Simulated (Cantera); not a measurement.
Cantera with NASA thermochemical tables; ideal gases at 1 bar, condensed phases pure. Values are per mole of reaction as written; species without (g) are pure solids or liquids, kept so even where they would boil at 1 bar.

2 AlN + 3 Cl2(g) = Al2Cl6(g) + N2(g)

```csv
T (K),ΔH° (kJ),ΔS° (J/K),ΔG° (kJ),log10 K
400,(withheld),(withheld),(withheld),(withheld)
425,(withheld),(withheld),(withheld),(withheld)
450,(withheld),(withheld),(withheld),(withheld)
475,-656.4,-33.7,-640.4,70.42
500,-656.0,-33.0,-639.5,66.81
525,-655.7,-32.4,-638.7,63.55
550,-655.5,-31.9,-637.9,60.58
```

Task: Complete the blanks.

Result: 
- 400, ΔH° (kJ): -657.6
- 400, ΔS° (J/K): -36.4
- 400, ΔG° (kJ): -643.0
- 400, log10 K: 83.97
- 425, ΔH° (kJ): -657.1
- 425, ΔS° (J/K): -35.4
- 425, ΔG° (kJ): -642.1
- 425, log10 K: 78.92
- 450, ΔH° (kJ): -656.7
- 450, ΔS° (J/K): -34.5
- 450, ΔG° (kJ): -641.2
- 450, log10 K: 74.43
